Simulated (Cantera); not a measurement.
A perfectly stirred reactor is fed with 11.5 % C2H4, 88.5 % H2, at 20.0 Torr; it is held at 2023 K, and followed from long to short residence time.

Computed with Cantera and GRI-Mech 3.0 (53 species, 325 reactions). GRI-Mech 3.0 was tuned for natural gas; its chemistry of ethylene as a main component is partial and can be far from experiment. GRI-Mech 3.0 stops at C3 and has no aromatics, soot or wall deposition, so with more carbon than oxygen in the feed, carbon stays in small species such as C2H2 where larger ones or solid carbon would form. Radical loss at walls, strong at low pressure, is not modelled.

Task: Predict: x(C2H4) at τ = 0.300 s; x(H2) at τ = 0.300 s; x(C2H) at τ = 0.300 s; x(CH2) at τ = 0.300 s; x(C2H2) at τ = 0.300 s; x(C2H4) at τ = 29.0 ms; x(H2) at τ = 29.0 ms; x(C2H) at τ = 29.0 ms; x(CH2) at τ = 29.0 ms; x(C2H2) at τ = 29.0 ms.

Result: 
| Property | Value |
|---|---|
| x(C2H4) at τ = 0.300 s | 7.28e-5 |
| x(H2) at τ = 0.300 s | 0.891 |
| x(C2H) at τ = 0.300 s | 1.34e-5 |
| x(CH2) at τ = 0.300 s | 1.32e-7 |
| x(C2H2) at τ = 0.300 s | 0.103 |
| x(C2H4) at τ = 29.0 ms | 0.00195 |
| x(H2) at τ = 29.0 ms | 0.896 |
| x(C2H) at τ = 29.0 ms | 2.68e-6 |
| x(CH2) at τ = 29.0 ms | 2.44e-8 |
| x(C2H2) at τ = 29.0 ms | 0.101 |
